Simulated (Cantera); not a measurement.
A perfectly stirred reactor is fed with 0.552 % CH4, 99.4 % N2, at 0.285 Torr; it is held at 1798 K, and followed from long to short residence time.

Cantera simulation using GRI-Mech 3.0 (53 species, 325 reactions); the numbers are that mechanism's predictions, not measurements. GRI-Mech 3.0 stops at C3 and has no aromatics, soot or wall deposition, so with more carbon than oxygen in the feed, carbon stays in small species such as C2H2 where larger ones or solid carbon would form. Radical loss at walls, strong at low pressure, is not modelled.

x: mole fraction; the columns are a selection and need not sum to one.

```json
[
 {"τ (s)": "3.8", "x CH4": "0.00388", "x C2H2": "0.000597", "x C2H6": "6.91e-9", "x H": "1.40e-5", "x CH3": "0.000285", "x CH2": "7.67e-7", "x C2H4": "8.00e-5"},
 {"τ (s)": "1.3", "x CH4": "0.00510", "x C2H2": "7.55e-5", "x C2H6": "3.00e-9", "x H": "3.85e-6", "x CH3": "0.000201", "x CH2": "3.26e-7", "x C2H4": "3.30e-5"},
 {"τ (s)": "0.44", "x CH4": "0.00543", "x C2H2": "?", "x C2H6": "4.42e-10", "x H": "?", "x CH3": "?", "x CH2": "?", "x C2H4": "?"},
 {"τ (s)": "0.15", "x CH4": "0.00550", "x C2H2": "4.21e-8", "x C2H6": "4.87e-11", "x H": "1.07e-6", "x CH3": "2.68e-5", "x CH2": "1.24e-8", "x C2H4": "1.67e-7"},
 {"τ (s)": "0.051", "x CH4": "0.00552", "x C2H2": "5.67e-10", "x C2H6": "4.47e-12", "x H": "9.07e-7", "x CH3": "8.60e-6", "x CH2": "1.88e-9", "x C2H4": "6.63e-9"},
 {"τ (s)": "0.017", "x CH4": "0.00552", "x C2H2": "5.58e-12", "x C2H6": "<1e-12", "x H": "?", "x CH3": "?", "x CH2": "1.83e-10", "x C2H4": "1.96e-10"},
 {"τ (s)": "0.0059", "x CH4": "0.00552", "x C2H2": "<1e-12", "x C2H6": "<1e-12", "x H": "3.69e-7", "x CH3": "7.33e-7", "x CH2": "1.22e-11", "x C2H4": "5.83e-12"}
]
```

Some entries are withheld; supply them.


- 0.44, x C2H2: 2.32e-6
- 0.44, x H: 1.40e-6
- 0.44, x CH3: 7.88e-5
- 0.44, x CH2: 6.90e-8
- 0.44, x C2H4: 3.10e-6
- 0.017, x H: 6.56e-7
- 0.017, x CH3: 2.52e-6
